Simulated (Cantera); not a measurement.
A closed system holds: 1 mol Cu2O, 5.6 mol CH4, 0.072 mol CO, at 1325 K and 61000 Pa.

Equilibrium computed with Cantera from the NASA thermochemical tables; the gas is ideal and each condensed phase is pure. Candidate condensed phases: C, C6H6, C7H8, C8H18, Cu, CuO, Cu(OH)2, Cu2O, H2O; 113 gas species. Rates play no part.

Base state: H2 0.909, CO 0.0873, CH4 0.00338, H2O 0.000348, CO2 1.80e-5 (mole fractions); condensed: C(graphite) + Cu(s).

Q: What changes in the equilibrium state with this change: CH4 from 5.6 to 0.54 mol?

A: 
```csv
species,before,after
H2,0.909,0.438
CO,0.0873,0.290
H2O,0.000348,0.201
CO2,1.80e-5,0.0714
CH4,0.00338,2.18e-6
"C(graphite), mol",4.56,0
"Cu(s), mol",2.00,2.00
```

Q: What changes in the equilibrium state with this change: temperature from 1325 K to 2423 K?

A: 
```json
[
 {"species": "H2", "before": "0.909", "after": "0.762"},
 {"species": "Cu", "before": "4.60e-7", "after": "0.136"},
 {"species": "CO", "before": "0.0873", "after": "0.0745"},
 {"species": "H", "before": "2.00e-6", "after": "0.0198"},
 {"species": "Cu2", "before": "<1e-9", "after": "0.00138"},
 {"species": "C4H2", "before": "<1e-9", "after": "1.88e-5"},
 {"species": "C2H2 (acetylene)", "before": "7.73e-7", "after": "0.00590"},
 {"species": "CO2", "before": "1.80e-5", "after": "1.68e-8"},
 {"species": "H2O", "before": "0.000348", "after": "1.03e-6"},
 {"species": "C(graphite), mol", "before": "4.56", "after": "4.43"},
 {"species": "Cu(s), mol", "before": "2.00", "after": "0"}
]
```
